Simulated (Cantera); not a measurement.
Input (Python, Cantera) and output of one run.

```python
import numpy as np
import cantera as ct

gas_names = """
    CL CL2 H HCL H2 Li LiCL LiH Li2 Li2CL2 Li3CL3
""".split()
cond_names = """
    Li(cr) Li(L) LiCL(s) LiCL(L) LiH(s) LiH(L)
""".split()


# ... load() reads the species with a 1 bar reference pressure and builds the phases ...
atoms = {
    'LiCl': {'Li': 1, 'CL': 1},
    'H2': {'H': 2},
}
top_T = {}  # K; cautious upper limits of use, not melting points


# ... equilibrate(T, P, feed) seeds the gas with the atoms and calls Mixture.equilibrate('TP', solver="vcs", rtol=1e-11, max_steps=5000) ...
results = []
feed = {'LiCl': 1, 'H2': 0.28}  # mol
P = 13332.2  # Pa
for T in [1173, 1198, 1223, 1248, 1273, 1298, 1323, 1348]:
    mix = equilibrate(T, P, feed)
    results.append((T, P, feed, dict(zip(mix.species_names, mix.species_moles))))

top = {s: max(r[3][s] / sum(r[3][g] for g in gas_names) for r in results) for s in gas_names}
cols = sorted((s for s in top if top[s] > 1e-06), key=lambda s: -top[s])[:7]
seen = [c for c in cond_names if any(r[3].get(c, 0) > 1e-12 for r in results)]
print("log10 of partial pressures in bar; condensed amounts in mol")
print(f"{'T/K':>10s}" + "".join(f"{s[:9]:>10s}" for s in cols + seen))
for T, P, feed, n in results:
    ng = sum(n[g] for g in gas_names)
    print(f"{T:10.4g}" + "".join(f"{np.log10(max(n[s] / ng * P / 1e5, 1e-99)):10.3f}" for s in cols)
          + "".join(f"{n.get(c, 0):10.4g}" for c in seen))
```

It prints:

```
log10 of partial pressures in bar; condensed amounts in mol
       T/K        H2      LiCL    Li2CL2    Li3CL3       HCL        Li         H   LiCL(L)
      1173    -0.906    -2.326    -2.359    -3.864    -5.988    -6.003    -7.382    0.9687
      1198    -0.920    -2.165    -2.223    -3.756    -5.790    -5.803    -7.181     0.955
      1223    -0.938    -2.011    -2.093    -3.655    -5.601    -5.614    -6.991    0.9355
      1248    -0.964    -1.863    -1.970    -3.558    -5.421    -5.434    -6.813    0.9073
      1273    -1.000    -1.722    -1.852    -3.467    -5.252    -5.264    -6.647    0.8652
      1298    -1.052    -1.587    -1.740    -3.380    -5.094    -5.105    -6.496    0.7995
      1323    -1.127    -1.457    -1.632    -3.298    -4.949    -4.958    -6.363    0.6882
      1348    -1.247    -1.333    -1.530    -3.219    -4.821    -4.829    -6.259    0.4695
```

Method: chemical equilibrium by Gibbs-energy minimisation in Cantera with the NASA 1993 tables (ideal gas, pure condensed phases).
